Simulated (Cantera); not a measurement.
Feed: 1 mol Cu, 1.2 mol HF, 34 mol N₂, equilibrated at 54.0 Pa.

Method: chemical equilibrium by Gibbs-energy minimisation in Cantera with the NASA 1993 tables (ideal gas, pure condensed phases). Candidate condensed phases: Cu, CuF₂; 25 gas species. The numbers say what is thermodynamically allowed, not how fast it happens.

Question: Which condensed phases are stable at each of these points (T (K)): 773, 848, 923, 998, 1073, 1148, 1223, 1298, 1373, 1448, 1523?

Answer: 
| T (K) | condensed phases | Cu condensed (%) |
|---|---|---|
| 773 | Cu(s) | 100.0 |
| 848 | Cu(s) | 100.0 |
| 923 | Cu(s) | 100.0 |
| 998 | Cu(s) | 100.0 |
| 1073 | Cu(s) | 100.0 |
| 1148 | Cu(s) | 99.9 |
| 1223 | Cu(s) | 99.7 |
| 1298 | Cu(s) | 98.6 |
| 1373 | Cu(l) | 93.9 |
| 1448 | Cu(l) | 76.3 |
| 1523 | Cu(l) | 15.8 |

From 773 K to 1298 K the condensed part is Cu(s). From 1373 K to 1523 K the condensed part is Cu(l).
